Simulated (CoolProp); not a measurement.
1,2-dichloroethane along the isotherm 119.35 °C: Z from the reference equation and from simpler models built on Tc = 288.4 °C, pc = 52.26 bar, ω = 0.269; each cubic takes its own stable root.

Computed with CoolProp (reference Helmholtz-energy equation of state, Thol 2015).

```tsv
p (bar)	phase	reference
1.63	gas	0.9646
3.27	liquid	0.009039
4.9	liquid	0.01354
6.53	liquid	0.01804
8.17	liquid	0.02256
9.8	liquid	0.02705
11.4	liquid	0.03146
13.1	liquid	0.03614
14.7	liquid	0.04054
16.3	liquid	0.04494
18	liquid	0.04961
19.6	liquid	0.05401
21.2	liquid	0.05840
22.9	liquid	0.06306
24.5	liquid	0.06745
26.1	liquid	0.07183
```

Problem. How far does each simpler model (van der Waals, Redlich-Kwong, Soave-Redlich-Kwong, Peng-Robinson) lie from the reference over these 16 states: mean and median of the absolute difference, and the worst?

Solution. 
- van der Waals: mean 1858.8 %, median 73.0 %, worst +10468.6 % at 119.35 °C and 3.27 bar
- Redlich-Kwong: mean 660.0 %, median 19.2 %, worst +10290.5 % at 119.35 °C and 3.27 bar
- Soave-Redlich-Kwong: mean 13.6 %, median 14.4 %, worst +14.6 % at 119.35 °C and 3.27 bar
- Peng-Robinson: mean 1.1 %, median 1.1 %, worst +1.2 % at 119.35 °C and 3.27 bar

At some of these states van der Waals, Redlich-Kwong gives the other phase, because its saturation line lies elsewhere.
